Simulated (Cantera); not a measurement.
Mixture: 18.3 % CH₄, 17.4 % O₂, 64.3 % N₂, equivalence ratio 2.1, at 0.987 atm, adiabatic and at constant volume. Ignition delay is the time to a rise of 400 K.

Cantera simulation using GRI-Mech 3.0 (53 species, 325 reactions); the numbers are that mechanism's predictions, not measurements.

Predict: delay at 1100 K; delay at 1250 K; delay at 1400 K; delay at 1550 K; delay at 1700 K; apparent activation energy between 1625 and 1775 K.


```
Item                                                    Result
--------------------------------------------------  ----------
delay at 1100 K                                        0.292 s
delay at 1250 K                                        31.6 ms
delay at 1400 K                                        4.62 ms
delay at 1550 K                                       0.886 ms
delay at 1700 K                                       0.233 ms
apparent activation energy between 1625 and 1775 K  190 kJ/mol
```
